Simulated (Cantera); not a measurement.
Charge: 1 mol Cr, 1.5 mol N2, 0.54 mol H2O, at 1425 °C and 1.00 bar.

Cantera equilibrium calculation (NASA polynomials, part measured and part estimated; ideal gas, pure solids and liquids). Candidate condensed phases: Cr, CrN, Cr2N, Cr2O3, H2O; 29 gas species. Mutual solubility and eutectic melting of coexisting phases are not modelled. Rates play no part.

Base state: N2 0.713, H2 0.286, H2O 0.00123, H 7.74e-5, Cr 1.78e-5 (mole fractions); condensed: Cr2N(s) + Cr2O3(s).

Problem. What changes in the equilibrium state with this change: temperature from 1425 °C to 1627 °C?

Solution. 
```
species         before     after
-------------  -------  --------
N2               0.713     0.735
H2               0.286     0.262
H2O            0.00123   0.00262
Cr             1.78e-5  0.000350
H              7.74e-5  0.000406
Cr2N(s), mol     0.321         0
Cr2O3(s), mol    0.179     0.178
Cr(s), mol           0     0.643
```
